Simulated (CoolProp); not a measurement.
Acetone along the isotherm 550 K: density (kg/m³) from the reference equation and from simpler models built on Tc = 508.1 K, pc = 4692 kPa, ω = 0.307; each cubic takes its own stable root.

The numbers come from the reference Helmholtz-energy equation of state, Lemmon 2006 in CoolProp. It is a short technical equation, of lower accuracy than the large ones.

| p (kPa) | phase | reference | van der Waals | Redlich-Kwong | Peng-Robinson |
|---|---|---|---|---|---|
| 469 | gas | 6.142 | 6.109 | 6.125 | 6.138 |
| 938 | gas | 12.69 | 12.55 | 12.62 | 12.67 |
| 1410 | gas | 19.74 | 19.43 | 19.58 | 19.70 |
| 1880 | gas | 27.29 | 26.73 | 27.00 | 27.21 |
| 2350 | gas | 35.46 | 34.59 | 35.01 | 35.32 |
| 2820 | gas | 44.36 | 43.12 | 43.71 | 44.14 |
| 3280 | gas | 53.91 | 52.28 | 53.04 | 53.57 |
| 3750 | gas | 64.71 | 62.71 | 63.63 | 64.19 |
| 4220 | gas | 76.81 | 74.63 | 75.56 | 76.03 |
| 4690 | gas | 90.54 | 88.67 | 89.28 | 89.36 |
| 5160 | supercritical | 106.4 | 106.1 | 105.4 | 104.6 |
| 5630 | supercritical | 125.1 | 129.2 | 125.0 | 122.1 |
| 6100 | supercritical | 147.8 | 161.4 | 149.2 | 142.4 |
| 6570 | supercritical | 176.0 | 193.8 | 177.9 | 165.4 |
| 7040 | supercritical | 211.7 | 215.4 | 206.9 | 190.4 |
